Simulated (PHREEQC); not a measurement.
0.45 g of hydrous ferric oxide (600 m²/g; 0.2 weak and 0.005 strong sites per Fe, Dzombak-Morel constants, diffuse double layer) in 1 kg of water with 0.05 mol/kgw of an inert sodium salt and 3.1e-06 mol CuSO4, at 25 °C; the pH is set by adding NaOH or the inert anion's acid. O2 is buffered at 0.21 atm. No CO2 enters from the air. Precipitation was switched off in this run.

The numbers come from PHREEQC with the ion-association model, wateq4f.dat.

| pH | S sorbed (%) | Cu sorbed (%) | surface charge σ (C/m²) | surface potential ψ (mV) |
|---|---|---|---|---|
| 4 | 99.7 | 4.4 | 0.292 | 159 |
| 4.67 | 99.3 | 42.4 | [?] | 144 |
| 5.33 | 96.9 | 91.1 | 0.146 | 124 |
| 6 | 82.7 | 99.3 | 0.089 | [?] |
| 6.67 | 35.0 | 99.9 | [?] | 71 |
| 7.33 | 4.5 | 100.0 | 0.022 | 40 |
| 8 | 0.3 | 100.0 | 0.003 | 6 |
| 8.67 | 0.0 | 100.0 | -0.015 | -28 |
| 9.33 | 0.0 | 100.0 | -0.039 | -60 |
| 10 | 0.0 | 100.0 | -0.074 | -90 |
| 10.67 | 0.0 | 99.9 | -0.125 | -116 |
| 11.33 | 0.0 | 99.8 | -0.195 | -137 |
| 12 | 0.0 | 98.8 | -0.280 | -151 |

Q: Complete the blanks.

A: 
- 4.67, surface charge σ (C/m²): 0.217
- 6, surface potential ψ (mV): 99
- 6.67, surface charge σ (C/m²): 0.049

The database's constant for dissolved Cu(OH)2 is higher than later reviews accept.
